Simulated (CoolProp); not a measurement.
Vapour-liquid equilibrium of n-hexane (1) + toluene (2) at 358.1 K; x and y are mole fractions of (1).

Model: multi-fluid Helmholtz-energy mixture model, Thol 2019 and Lemmon 2006; pair parameters Bell 2016, in CoolProp.

```tsv
x	bubble pressure, mixture model (kPa)	bubble pressure, Raoult's law (kPa)	y, mixture model	y, Raoult's law
0.05	…	51.90	0.206	0.158
0.2	78.93	69.64	0.517	0.472
0.35	…	87.39	0.669	0.658
0.5	114.4	105.1	…	0.781
0.65	…	122.9	0.846	0.869
0.8	144.3	140.6	…	0.935
0.95	159.2	158.4	0.979	0.985
```

Problem. What belongs in the gaps?

Solution. 
- 0.05, bubble pressure, mixture model (kPa): 55.35
- 0.35, bubble pressure, mixture model (kPa): 97.93
- 0.5, y, mixture model: 0.768
- 0.65, bubble pressure, mixture model (kPa): 129.6
- 0.8, y, mixture model: 0.914

The largest gap from Raoult's law is +13.3 % in bubble pressure, at x = 0.2. No azeotrope shows between x = 0.05 and 0.95.

The pair parameters rest on a limited set of measurements; away from them the model extrapolates.
